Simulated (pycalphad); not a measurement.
CALPHAD calculation (pycalphad, COST 507 light-alloy database (1999)), 1 atm. These are 1990s assessments: newer ones move some temperatures and phases. Amounts are mole fractions of atoms.

Problem. Give the equilibrium state of Si-56.9Zr (at.%) at 1627 °C.

Solution. SI4ZR5, fraction 0.698, with 55.6 Zr at.%; SI2ZR3, fraction 0.302, with 60.0 Zr at.%.

Problem. Give the equilibrium state of Si-56.9Zr (at.%) at 2227 °C.

Solution. 
```
T = 2500.00 K, P = 101325 Pa, N = 1 mol of atoms
G = -228422 J/mol, H = -8471 J/mol, S = 87.98 J/(mol K)  (SER reference)
chemical potentials (J/mol): Si -216930, Zr -237128
phase             fraction      x(Si)      x(Zr)
SI4ZR5              0.7913     0.4444     0.5556
LIQUID              0.2087     0.3800     0.6200
```

Database names, with the compositions (at.%) that they take in these runs: SI4ZR5: Zr 56 Si 44; SI2ZR3: Zr 60 Si 40.
